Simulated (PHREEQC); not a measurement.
Consider water at 65 °C with 4.5 mmol/kgw ZnSO4 and 63 mmol/kgw NaCl. Closed to the air; pH follows from the charge balance.

All values are PHREEQC results (ion-association model, wateq4f.dat), not measurements.

Question: The ionic strength comes out as 0.0759 mol/kgw. What activity coefficients do Cl-, ZnCl3-, NaSO4-, Zn+2, HSO4- get?

Answer: Cl- 0.77, ZnCl3- 0.77, NaSO4- 0.79, Zn+2 0.41, HSO4- 0.78.

Precipitation was switched off in this run. Complexes and solids missing from the database can't appear. At this temperature some constants are extrapolated from 25 °C, and those without enthalpy data are left unchanged.
